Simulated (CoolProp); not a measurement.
Vapour-liquid equilibrium of n-heptane (1) + ethylbenzene (2) at 445.4 K; x and y are mole fractions of (1).

Computed with CoolProp (multi-fluid Helmholtz-energy mixture model, Span 2003 and Zhou 2012; pair parameters Bell 2016).

```csv
x,"bubble pressure, mixture model (bar)","bubble pressure, Raoult's law (bar)","y, mixture model","y, Raoult's law"
0.05,2.671,2.612,0.125,0.113
0.125,2.998,2.872,0.270,0.257
0.2,3.302,3.132,0.384,0.377
0.275,3.588,3.391,0.476,0.479
0.35,[?],3.651,0.553,0.566
0.425,[?],3.911,0.620,0.642
0.5,4.363,4.171,0.680,0.708
0.575,4.604,4.431,0.735,0.766
0.65,4.838,4.691,0.786,0.818
0.725,5.069,4.951,0.834,0.865
0.8,[?],5.211,0.880,0.906
0.875,5.525,5.471,0.926,0.944
0.95,5.752,5.731,0.970,0.979
```

### Question
Complete the blanks.

### Answer

- 0.35, bubble pressure, mixture model (bar): 3.858
- 0.425, bubble pressure, mixture model (bar): 4.115
- 0.8, bubble pressure, mixture model (bar): 5.298

The largest gap from Raoult's law is +5.8 % in bubble pressure, at x = 0.275. No azeotrope shows between x = 0.05 and 0.95.

Pair parameters are fitted to limited data, so mixtures are less certain than the pure fluids.
